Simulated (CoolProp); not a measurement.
Propane along the isobar 52.8 bar: fugacity coefficient from the reference equation and from simpler models built on Tc = 96.7 °C, pc = 42.51 bar, ω = 0.152; each cubic takes its own stable root.

Values from CoolProp's reference Helmholtz-energy equation of state, Lemmon 2009.

```tsv
T (°C)	phase	reference
32.65	liquid	0.2103
53.05	liquid	0.3073
73.45	liquid	0.4202
93.85	liquid	0.5413
114.35	supercritical	0.6480
134.75	supercritical	0.7093
155.15	supercritical	0.7546
175.55	supercritical	0.7908
196.05	supercritical	0.8208
216.45	supercritical	0.8459
236.85	supercritical	0.8671
257.25	supercritical	0.8854
277.75	supercritical	0.9012
```

### Question
How far does each simpler model (van der Waals, Redlich-Kwong, Peng-Robinson) lie from the reference over these 13 states: mean and median of the absolute difference, and the worst?

### Answer
- van der Waals: mean 11.2 %, median 2.7 %, worst +62.4 % at 32.65 °C and 52.8 bar
- Redlich-Kwong: mean 3.3 %, median 1.6 %, worst +13.9 % at 32.65 °C and 52.8 bar
- Peng-Robinson: mean 2.2 %, median 2.2 %, worst -3.4 % at 114.35 °C and 52.8 bar
